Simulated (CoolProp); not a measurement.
Saturation properties of R245ca.

Values from CoolProp's reference Helmholtz-energy equation of state, Zhou 2016.

```tsv
T (K)	p (MPa)	vapour density (kg/m³)	enthalpy of vaporisation (kJ/kg)
290.7	0.07450	4.264	208.5
302.8	0.1197	6.663	201.7
314.9	0.1840	10.01	194.6
327	0.2723	14.57	187.2
339.1	0.3900	20.63	179.5
351.2	0.5429	28.57	171.3
363.3	0.7373	38.88	162.4
375.4	0.9799	52.20	152.8
387.5	1.278	69.48	142.1
399.6	1.640	92.21	130.0
```

It boils at 298.4 K under 1 atm.
